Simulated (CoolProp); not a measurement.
Values from CoolProp's reference Helmholtz-energy equation of state, Zhou 2012.

### Question
For m-xylene, give the phase and the speed of sound (m/s), Joule-Thomson coefficient (K/MPa) at 527.1 K and 0.101 MPa; 568.4 K and 0.101 MPa; 578.7 K and 0.101 MPa.

### Answer
- 527.1 K and 0.101 MPa: gas; speed of sound 204, Joule-Thomson coefficient 12.3
- 568.4 K and 0.101 MPa: gas; speed of sound 212, Joule-Thomson coefficient 9.56
- 578.7 K and 0.101 MPa: gas; speed of sound 214, Joule-Thomson coefficient 9.02
